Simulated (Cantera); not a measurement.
## Counterflow diffusion flame

A counterflow diffusion flame at 0.430 bar, nozzles 20 mm apart: fuel side H2 : N2 = 1 : 1.5 (molar parts) at 400 K, oxidiser side O2 : N2 = 0.18 : 0.82 (molar parts) at 375 K, fuel mass flux 0.82 times the oxidiser's; mixture-averaged transport, no radiation.

Model: the H2/O2 subset of GRI-Mech 3.0, which has no nitrogen chemistry, integrated in Cantera. The maximum strain rate includes the flame's own expansion and is several times the mean.

```tsv
oxidiser flux (kg/m²/s)	max strain (1/s)	mean strain (1/s)	T max (K)	peak x OH	peak x H	peak x H2O	peak x HO2
0.26	312	79.6	1660	0.00667	0.0152	0.199	5.72e-5
0.35	406	107	1627	0.00651	0.0166	0.197	6.54e-5
0.47	531	144	1593	0.00632	0.0180	0.195	7.40e-5
0.64	704	196	1553	0.00604	0.0194	0.192	8.34e-5
0.87	931	266	1513	0.00568	0.0207	0.189	9.29e-5
1.2	1250	367	1469	0.00527	0.0220	0.185	0.000104
1.6	1630	490	1428	0.00486	0.0230	0.181	0.000114
```
x: mole fraction; the columns are a selection and need not sum to one.
